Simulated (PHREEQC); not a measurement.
0.5 mol of Atacamite (Cu2(OH)3Cl) is brought to equilibrium with 1 kg of water, at 25 °C under several pressures of CO2. Oxygen is held at 0.21 atm. Solids allowed: Atacamite, Cu(OH)2, Malachite. Others were left out.

Model: ion-association model, wateq4f.dat, run in PHREEQC.

```tsv
log pCO2 (atm)	pH	dissolved Cu (mol/kgw)	dissolved Cl (mol/kgw)	Malachite (mol)	Cu(OH)2 (mol)	CO2 (mol/kgw)	Cu+2 (mol/kgw)	CuHCO3+ (mol/kgw)
-5	6.31	0.000131	0.000238	0	0.000345	3.40e-7	0.000116	1.67e-8
-4.5	6.31	0.000132	0.000238	0	0.000344	1.08e-6	0.000116	5.28e-8
-4	6.15	0.000182	(withheld)	0.000251	0	3.40e-6	0.000168	1.68e-7
-3.5	5.90	0.000317	0.000616	0.000458	0	1.08e-5	(withheld)	5.32e-7
-3	5.66	0.000569	0.00112	0.000835	0	3.40e-5	0.000557	1.68e-6
-2.5	5.41	0.00104	(withheld)	0.00153	0	0.000108	0.00102	5.34e-6
-2	(withheld)	0.00192	0.00380	0.00284	0	0.000340	0.00188	1.69e-5
-1.5	4.93	0.00361	(withheld)	(withheld)	0	0.00107	(withheld)	5.35e-5
-1	4.70	0.00691	0.0136	0.0101	0	0.00339	0.00659	0.000170
-0.5	4.46	0.0136	0.0264	0.0197	0	0.0107	0.0125	0.000537
0	4.23	0.0273	0.0527	0.0390	0	0.0335	0.0242	0.00170
```

**Question.** Some entries are withheld; supply them.

**Answer.** 
- -4, dissolved Cl (mol/kgw): 0.000342
- -3.5, Cu+2 (mol/kgw): 0.000305
- -2.5, dissolved Cl (mol/kgw): 0.00205
- -2, pH: 5.17
- -1.5, dissolved Cl (mol/kgw): 0.00712
- -1.5, Malachite (mol): 0.00532
- -1.5, Cu+2 (mol/kgw): 0.00350
